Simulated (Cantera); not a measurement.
Gas mixture: 55.9 % CH4, 11.8 % C2H2, 32.3 % C2H6, at 0.00109 atm, frozen composition.

Cantera's kinetic-theory transport with the Lennard-Jones parameters of GRI-Mech 3.0, ideal gas; thermal conductivity in the mixture-averaged form. The composition is frozen, though it would react at the higher temperatures.

One state of this run: ρ (kg/m³) = 0.000480; cp (J/kg/K) = 2997; μ (µPa s) = 18.7; λ (mW/m/K) = 77.6; Pr = 0.723; D (cm²/s) H2 = 1990; D (cm²/s) N2 = 582; D (cm²/s) CO2 = 459. D: mixture-averaged diffusion coefficient of that species in the mixture.

Q: Which value of T (K) does it belong to?
A) 1000
B) 1200
C) 800
D) 600

A: D, 600
